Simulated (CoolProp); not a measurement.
Values from CoolProp's reference Helmholtz-energy equation of state, de Reuck 1990.

### Question
For fluorine, give the phase and the Z, fugacity coefficient at -153.75 °C and 43.3 bar; -64.35 °C and 43.3 bar.

### Answer
- -153.75 °C and 43.3 bar: liquid; Z 0.134, fugacity coefficient 0.327
- -64.35 °C and 43.3 bar: gas; Z 0.917, fugacity coefficient 0.920
